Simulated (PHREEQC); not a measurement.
Dissolve 11 mmol/kgw H2SO4, 5.1 mmol/kgw CuSO4 and 1.9 mmol/kgw Fe2(SO4)3 at 35 °C. Closed to the air; pH follows from the charge balance.

Model: ion-association model, phreeqc.dat, run in PHREEQC.

This is a speciation only: nothing precipitates in the calculation.

### Question
Order these S species by the share of S that they hold, largest first: FeSO4+, HSO4-, SO4-2, Fe(SO4)2-, CuSO4.

### Answer
SO4-2 (40 %), HSO4- (35 %), FeSO4+ (14 %), CuSO4 (7.5 %), Fe(SO4)2- (2.7 %)

The pH is 1.91 and the ionic strength 0.0382 mol/kgw. The solution is supersaturated, for example in Hematite (slow to form), Goethite (slow to form), so a real one may precipitate; this is no full list. Species that the database lacks are ignored.
